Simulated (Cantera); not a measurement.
What does this Cantera script print?

```python
import numpy as np
import cantera as ct

gas_names = """
    Fe FeO N NO NO2 NO3 N2 N2O O O2 O3 S SN SO SO2 SO3 S2 S2O S8
""".split()
cond_names = """
    Fe(a) Fe(c) Fe(d) Fe(L) FeO(s) FeO(L) FeS(a) FeS(b) FeS(c) FeS(L) FeSO4(s) FeS2(s) Fe2O3(s)
    Fe2S3O12(s) Fe3O4(s) S(cr1) S(cr2) S(L)
""".split()


# ... load() reads the species with a 1 bar reference pressure and builds the phases ...
atoms = {
    'Fe2O3': {'Fe': 2, 'O': 3},
    'SO2': {'S': 1, 'O': 2},
    'N2': {'N': 2},
}
top_T = {'FeSO4(s)': 950, 'FeS2(s)': 1010, 'Fe2O3(s)': 1830, 'Fe2S3O12(s)': 1100, 'Fe3O4(s)': 1870}  # K; cautious upper limits of use, not melting points


# ... equilibrate(T, P, feed) seeds the gas with the atoms and calls Mixture.equilibrate('TP', solver="vcs", rtol=1e-11, max_steps=5000) ...
results = []
feed = {'Fe2O3': 1, 'SO2': 0.08, 'N2': 15}  # mol
P = 26000  # Pa
for T in [1373, 1398, 1423, 1448, 1473, 1498, 1523, 1548, 1573, 1598, 1623, 1648, 1673, 1698]:
    mix = equilibrate(T, P, feed)
    results.append((T, P, feed, dict(zip(mix.species_names, mix.species_moles))))

top = {s: max(r[3][s] / sum(r[3][g] for g in gas_names) for r in results) for s in gas_names}
cols = sorted((s for s in top if top[s] > 1e-05), key=lambda s: -top[s])[:7]
seen = [c for c in cond_names if any(r[3].get(c, 0) > 1e-12 for r in results)]
print("log10 of partial pressures in bar; condensed amounts in mol")
print(f"{'T/K':>10s}" + "".join(f"{s[:9]:>10s}" for s in cols + seen))
for T, P, feed, n in results:
    ng = sum(n[g] for g in gas_names)
    print(f"{T:10.4g}" + "".join(f"{np.log10(max(n[s] / ng * P / 1e5, 1e-99)):10.3f}" for s in cols)
          + "".join(f"{n.get(c, 0):10.4g}" for c in seen))
```

Result:

```
log10 of partial pressures in bar; condensed amounts in mol
       T/K        N2        O2       SO2        NO       SO3  Fe2O3(s)  Fe3O4(s)
      1373    -0.588    -3.780    -2.861    -5.000    -5.870    0.9403    0.0398
      1398    -0.588    -3.462    -2.861    -4.779    -5.777    0.8766   0.08229
      1423    -0.589    -3.155    -2.862    -4.566    -5.687    0.7508    0.1662
      1448    -0.590    -2.859    -2.863    -4.360    -5.601    0.5078    0.3282
      1473    -0.592    -2.573    -2.866    -4.163    -5.519   0.04732    0.6351
      1498    -0.592    -2.553    -2.866    -4.098    -5.565         0    0.6667
      1523    -0.592    -2.553    -2.866    -4.046    -5.620         0    0.6667
      1548    -0.592    -2.554    -2.866    -3.996    -5.673         0    0.6667
      1573    -0.592    -2.555    -2.866    -3.948    -5.725         0    0.6667
      1598    -0.592    -2.556    -2.866    -3.901    -5.775         0    0.6667
      1623    -0.592    -2.557    -2.866    -3.855    -5.823         0    0.6667
      1648    -0.592    -2.559    -2.866    -3.811    -5.870         0    0.6667
      1673    -0.592    -2.560    -2.866    -3.768    -5.916         0    0.6667
      1698    -0.592    -2.561    -2.866    -3.727    -5.960         0    0.6667
```

Method: chemical equilibrium by Gibbs-energy minimisation in Cantera with the NASA 1993 tables (ideal gas, pure condensed phases). Mutual solubility and eutectic melting of coexisting phases are not modelled.
